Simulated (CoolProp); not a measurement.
The fluid at 293.15 K and 0.057 MPa expands adiabatically to 0.00414 MPa with isentropic efficiency 0.9. The same conditions are run with several fluids, on thermodynamics alone (safety and materials aside).

The numbers come from the reference Helmholtz-energy equation of state of each fluid (R21: Platzer 1990; carbonyl sulfide: Lemmon 2006; nitrogen: Span 2000; sulfur dioxide: Gao 2016; CF4 (R14): Platzer 1990) in CoolProp. The equations of Platzer and Polt are older, rougher fits.

Problem. Rank R21, carbonyl sulfide, nitrogen, sulfur dioxide, CF4 (R14) by work (kJ/kg), highest first.

Solution. nitrogen (144), carbonyl sulfide (72.8), sulfur dioxide (70.7), CF4 (R14) (54.0), R21 (46.5)

| fluid | final temperature (K) | final phase | final density (kg/m³) |
|---|---|---|---|
| R21 | 220.2 | two-phase, vapour fraction 0.972 | 0.240 |
| carbonyl sulfide | 176.1 | gas | 0.170 |
| nitrogen | 154.0 | gas | 0.0906 |
| sulfur dioxide | 208.8 | two-phase, vapour fraction 0.950 | 0.161 |
| CF4 (R14) | 205.3 | gas | 0.214 |
